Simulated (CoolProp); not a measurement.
Saturation properties of normal hydrogen.

Model: reference Helmholtz-energy equation of state, Leachman 2009, in CoolProp.

| T (K) | p (MPa) | liquid density (kg/m³) | vapour density (kg/m³) | liquid viscosity (µPa s) | vapour viscosity (µPa s) |
|---|---|---|---|---|---|
| 25.2 | 0.3348 | 64.39 | 4.057 | 9.32 | 1.29 |
| 25.7 | 0.3710 | 63.58 | 4.490 | 8.98 | 1.32 |
| 26.2 | 0.4099 | 62.74 | 4.961 | 8.66 | 1.36 |
| 26.8 | 0.4602 | 61.67 | 5.583 | 8.28 | 1.40 |
| 27.3 | 0.5053 | 60.74 | 6.155 | 7.97 | 1.44 |
| 27.8 | 0.5535 | 59.75 | 6.781 | 7.67 | 1.49 |
| 28.3 | 0.6047 | 58.70 | 7.470 | 7.38 | 1.53 |
| 28.8 | 0.6593 | 57.59 | 8.232 | 7.08 | 1.58 |
| 29.3 | 0.7172 | 56.39 | 9.080 | 6.79 | 1.63 |
| 29.8 | 0.7787 | 55.09 | 10.03 | 6.50 | 1.69 |
| 30.4 | 0.8574 | 53.36 | 11.34 | 6.13 | 1.77 |
| 30.9 | 0.9272 | 51.73 | 12.63 | 5.82 | 1.85 |
| 31.4 | 1.001 | 49.86 | 14.15 | 5.49 | 1.94 |
| 31.9 | 1.079 | 47.60 | 16.05 | 5.12 | 2.05 |
| 32.4 | 1.162 | 44.66 | 18.62 | 4.68 | 2.21 |

It boils at 20.4 K under 1 atm.

Viscosity comes from a separate model (Muzny 2013).
